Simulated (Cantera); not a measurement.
# Ignition delay

Mixture: CO : H2 : CH4 : O2 : N2 = 1 : 0.036 : 0.034 : 1.43 : 5.37 (molar parts), equivalence ratio 0.41, at 26.0 bar, adiabatic and at constant pressure. Ignition delay is the time to a rise of 400 K.

Cantera simulation using GRI-Mech 3.0 (53 species, 325 reactions); the numbers are that mechanism's predictions, not measurements. The pressure lies above the range GRI-Mech 3.0 was tuned for (to about 10 atm). Where the delays flatten at high temperature, the 400 K rule measures the pace of heat release, not the induction time.

```
T0 (K)  delay (ms)
------  ----------
1200         0.209
1275        0.0816
1350        0.0370
1425        0.0192
1500        0.0113
1575       0.00755
1650       0.00555
1725       0.00438
1800       0.00365
```

- apparent activation energy between 1650 and 1800 K = 69 kJ/mol
